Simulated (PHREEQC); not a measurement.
Synthetic water in mg/L, 50 °C, pH 2.25, pe 11.9: Na 176; K 2.26; Ca 53.4; Mg 35.1; Cl 146; S(6) as SO4 998; Mn(2) 0.248; Br 0.11; N(5) as NO3 21.9; Cu(2) 0.179.

Cl is adjusted to close the charge balance.
Valence states are taken as typed.

Computed with PHREEQC (ion-association model, phreeqc.dat).

Problem. The ionic strength comes out as 0.0252 mol/kgw. What activity coefficients do Mn+2, HSO4-, Ca+2, CaHSO4+, Na+ get?

Solution. Mn+2 0.55, HSO4- 0.85, Ca+2 0.54, CaHSO4+ 0.85, Na+ 0.86.

No solid was allowed to form. Constants without temperature data keep their 25 °C values here.
